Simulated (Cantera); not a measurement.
Feed: 1 mol V2O3, 0.53 mol H2, 26 mol N2.

These are equilibrium values from Cantera (NASA tables, ideal gas, pure condensed phases), not measurements of a reactor. Candidate condensed phases: H2O, V, VN, VO, V2O3, V2O4, V2O5; 28 gas species. Mutual solubility and eutectic melting of coexisting phases are not modelled. VN, VO: taken at fixed stoichiometry. Condensed phases not in the tables: the oxides between V2O3 and V2O5 other than VO2, solid solutions among these carbides, nitrides and lower oxides, V2N. The numbers say what is thermodynamically allowed, not how fast it happens.

**Question.** What condenses at these points (T in K, P in Pa): (1100, 10); (1050, 42); (1300, 3200); (1150, 13000); (1350, 180); (1350, 10)?

**Answer.** 
```json
[
 {"T (K)": "1100", "P in Pa": "10", "condensed phases": "V2O3", "V condensed (%)": "100.0"},
 {"T (K)": "1050", "P in Pa": "42", "condensed phases": "VN + V2O3", "V condensed (%)": "100.0"},
 {"T (K)": "1300", "P in Pa": "3200", "condensed phases": "VN + V2O3", "V condensed (%)": "100.0"},
 {"T (K)": "1150", "P in Pa": "13000", "condensed phases": "VN + V2O3", "V condensed (%)": "100.0"},
 {"T (K)": "1350", "P in Pa": "180", "condensed phases": "VO + V2O3", "V condensed (%)": "100.0"},
 {"T (K)": "1350", "P in Pa": "10", "condensed phases": "VO + V2O3", "V condensed (%)": "100.0"}
]
```
